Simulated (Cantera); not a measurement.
Charge: 1 mol BCl3, 3.3 mol H2O, 1.4 mol N2, 1 mol NH3, equilibrated at 0.00133 bar.

Cantera equilibrium calculation (NASA polynomials, part measured and part estimated; ideal gas, pure solids and liquids). Candidate condensed phases: B, BN, B2O3, B3O3H3, H2O, NH4Cl; 49 gas species. The tables' values for BOCl are old estimates; treat these amounts as uncertain. The numbers say what is thermodynamically allowed, not how fast it happens. All values below are at 1848 K.

Base state: HCl 0.333, N2 0.217, H2 0.172, H2O 0.154, HBO2 0.102, Cl 0.00884, H 0.00603, B2O3 0.00539 (mole fractions); condensed: gas only.

Problem. What changes in the equilibrium state with this change: NH3 from 1 to 0.16 mol?

Solution. 
| species | before | after |
|---|---|---|
| HCl | 0.333 | 0.400 |
| N2 | 0.217 | 0.208 |
| H2O | 0.154 | 0.189 |
| H2 | 0.172 | 0.0438 |
| Cl | 0.00884 | 0.0211 |
| HBO2 | 0.102 | 0.125 |
| O2 | 4.18e-6 | 9.71e-5 |
| O | 1.06e-5 | 5.11e-5 |
| NO | 1.14e-5 | 5.38e-5 |
